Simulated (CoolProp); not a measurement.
Vapour-liquid equilibrium of R125 (1) + R134a (2) at 184.4 K; x and y are mole fractions of (1).

Computed with CoolProp (multi-fluid Helmholtz-energy mixture model, Lemmon 2005 and Tillner-Roth 1994; pair parameters Lemmon 2004).

Task: Give the bubble pressure and the first vapour's composition at x = 0.05, 0.5, 0.575. Is there an azeotrope?

Result: x = 0.05: 2.018 kPa, y = 0.194; x = 0.5: 4.908 kPa, y = 0.826; x = 0.575: 5.385 kPa, y = 0.865. No azeotrope shows between x = 0.05 and 0.95.

Pair parameters are fitted to limited data, so mixtures are less certain than the pure fluids. The gap from Raoult's law changes sign with composition, which may be real or a fault of the pair parameters; it wasn't checked against measurements.
